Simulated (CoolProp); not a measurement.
Vapour-liquid equilibrium of R22 (1) + R11 (2) at 33.55 °C; x and y are mole fractions of (1).

Computed with CoolProp (multi-fluid Helmholtz-energy mixture model, Kamei 1995 and Jacobsen 1992; pair parameters Bell 2016).

```csv
x,bubble pressure (MPa),y at the bubble point,dew pressure at overall composition x (MPa),liquid density (mol/L)
0.05,0.2243,0.383,0.1490,10.72
0.15,0.3711,0.647,0.1658,10.97
0.25,0.4986,0.754,0.1868,11.22
0.35,0.6123,0.815,0.2138,11.48
0.45,0.7171,0.856,0.2496,11.75
0.55,0.8174,0.888,0.2996,12.03
0.65,0.9167,0.915,0.3736,12.31
0.75,1.019,0.939,0.4923,12.60
0.85,1.127,0.963,0.7010,12.90
0.95,1.243,0.987,1.066,13.21
```

No azeotrope shows between x = 0.05 and 0.95.

The pair parameters rest on a limited set of measurements; away from them the model extrapolates. The gap from Raoult's law changes sign with composition, which may be real or a fault of the pair parameters; it wasn't checked against measurements.
